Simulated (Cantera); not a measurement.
SiCl4 + H2 (chlorosilane synthesis and conversion)

Input: 1 mol SiCl4, 0.37 mol H2, at 675 °C and 6.30 bar.

Equilibrium computed with Cantera from the NASA thermochemical tables; the gas is ideal and each condensed phase is pure. Candidate condensed phases: Si; 19 gas species. The tables' values for SiCl3 are old estimates; treat these amounts as uncertain. The numbers say what is thermodynamically allowed, not how fast it happens.

```json
{
 "x(SiCl4)": "0.702",
 "x(H2)": "0.242",
 "x(HCl)": "0.0279",
 "x(SiHCl3)": "0.0275",
 "x(SiCl3)": "0.000191",
 "x(SiH2Cl2)": "0.000109",
 "x(SiCl2)": "1.76e-6",
 "gas_amount": "1.370 mol",
 "log10 activity of Si(s) (absent)": "-3.44"
}
```
